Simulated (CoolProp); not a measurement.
Vapour pressure (MPa) of methane: the reference equation beside estimates from Tc = 190.6 K, pc = 4.599 MPa, ω = 0.011. Clausius-Clapeyron is anchored at 130.8 K with a constant enthalpy of vaporisation of 7.541 kJ/mol.

Values from CoolProp's reference Helmholtz-energy equation of state, Setzmann 1991.

| T (K) | reference | Clausius-Clapeyron | van der Waals | Redlich-Kwong | Soave-Redlich-Kwong | Peng-Robinson |
|---|---|---|---|---|---|---|
| 130.8 | 0.3853 | 0.3853 | 0.8334 | 0.3400 | 0.3842 | 0.3875 |
| 133.9 | 0.4610 | 0.4524 | 0.9399 | 0.4152 | 0.4611 | 0.4637 |
| 137 | 0.5472 | 0.5273 | 1.055 | 0.5017 | 0.5486 | 0.5504 |
| 140.1 | 0.6445 | 0.6105 | 1.179 | 0.6003 | 0.6477 | 0.6484 |
| 143.2 | 0.7539 | 0.7023 | 1.311 | 0.7120 | 0.7592 | 0.7586 |
| 146.4 | 0.8803 | 0.8066 | 1.458 | 0.8419 | 0.8881 | 0.8860 |
| 149.5 | 1.017 | 0.9172 | 1.610 | 0.9827 | 1.027 | 1.024 |
| 152.6 | 1.168 | 1.037 | 1.771 | 1.139 | 1.181 | 1.176 |
| 155.7 | 1.334 | 1.168 | 1.942 | 1.312 | 1.351 | 1.344 |
| 158.8 | 1.517 | 1.308 | 2.124 | 1.501 | 1.538 | 1.528 |
| 161.9 | 1.717 | 1.460 | 2.315 | 1.709 | 1.742 | 1.730 |

Absolute difference from the reference over all 11 rows, mean and median: Clausius-Clapeyron 8.0 and 8.4 %, van der Waals 69.6 and 65.6 %, Redlich-Kwong 5.1 and 4.4 %, Soave-Redlich-Kwong 0.8 and 0.9 %, Peng-Robinson 0.7 and 0.6 %.
